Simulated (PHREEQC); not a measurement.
1 kg of water meets 20 L of dry gas (H2S 1 by moles) at fixed total pressure, at 1 atm; fugacities by Peng-Robinson. The gases take part in no redox reaction, some water evaporates into the gas, and hydrates or a liquid gas phase aren't modelled. Precipitation was switched off in this run.

All values are PHREEQC results (ion-association model, phreeqc.dat), not measurements.

Problem. Predict dissolved H2S (mol/kgw) at T (°C) = 50, 80.

Solution. 
```
T (°C)  dissolved H2S (mol/kgw)
------  -----------------------
50                       0.0481
80                       0.0217
```

Complexes and solids missing from the database can't appear. Away from 25 °C the constants follow the database's enthalpies or fits; those with neither stay at their 25 °C values.
